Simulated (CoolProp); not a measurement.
Values from CoolProp's reference Helmholtz-energy equation of state, Lemmon 2006. It is a short technical equation, of lower accuracy than the large ones.

For C2F6 (R116), give the phase and the speed of sound (m/s), Joule-Thomson coefficient (K/MPa) at 196.1 K and 1.09 MPa; 196.1 K and 5.44 MPa; 196.1 K and 7.62 MPa.


- 196.1 K and 1.09 MPa: liquid; speed of sound 562, Joule-Thomson coefficient -0.307
- 196.1 K and 5.44 MPa: liquid; speed of sound 589, Joule-Thomson coefficient -0.334
- 196.1 K and 7.62 MPa: liquid; speed of sound 601, Joule-Thomson coefficient -0.345
